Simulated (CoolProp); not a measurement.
Values from CoolProp's reference Helmholtz-energy equation of state, Lemmon 2006. It is a short technical equation, of lower accuracy than the large ones.

Problem. For R142b, give the phase and the density (kg/m³), cp (kJ/(kg K)), cv (kJ/(kg K)), isothermal compressibility (1/MPa) at 139.15 °C and 53 bar; 147.35 °C and 53 bar.

Solution. 
- 139.15 °C and 53 bar: supercritical; density 705, cp 2.30, cv 1.06, isothermal compressibility 0.0796
- 147.35 °C and 53 bar: supercritical; density 603, cp 3.42, cv 1.10, isothermal compressibility 0.253
